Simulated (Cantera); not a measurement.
Charge: 1 mol B₂O₃, 3.9 mol BCl₃, 6.2 mol H₂, at 1.00 bar.

Cantera equilibrium calculation (NASA polynomials, part measured and part estimated; ideal gas, pure solids and liquids). Candidate condensed phases: B, B₂O₃, B₃O₃H₃, H₂O; 33 gas species. Mutual solubility and eutectic melting of coexisting phases are not modelled. The tables' values for BOCl, BCl₂ are old estimates; treat these amounts as uncertain. Gases not in the tables: BHCl₂. The numbers say what is thermodynamically allowed, not how fast it happens. All values below are at 1350 K.

Base state: H₂ 0.490, BCl₃ 0.233, HCl 0.200, B₃O₃Cl₃ 0.0738, B₃O₃H₃ 0.00240, HBO 0.000408, BOCl 0.000263, BCl₂ 0.000174 (mole fractions); condensed: B(s) + B₂O₃(l).

**Question.** What changes in the equilibrium state with this change: pressure from 1.00 bar to 0.133 bar?

**Answer.** 
| species | before | after |
|---|---|---|
| H₂ | 0.490 | 0.454 |
| HCl | 0.200 | 0.262 |
| BCl₃ | 0.233 | 0.214 |
| B₃O₃Cl₃ | 0.0738 | 0.0677 |
| B₂O₂ | 3.98e-6 | 2.99e-5 |
| BOCl | 0.000263 | 0.000980 |
| BCl | 8.51e-6 | 3.17e-5 |
| B(s), mol | 0.669 | 0.908 |
| B₂O₃(l), mol | 0.202 | 0.269 |
The tables' values for BOCl, BCl₂, BCl are old estimates; treat these amounts as uncertain.
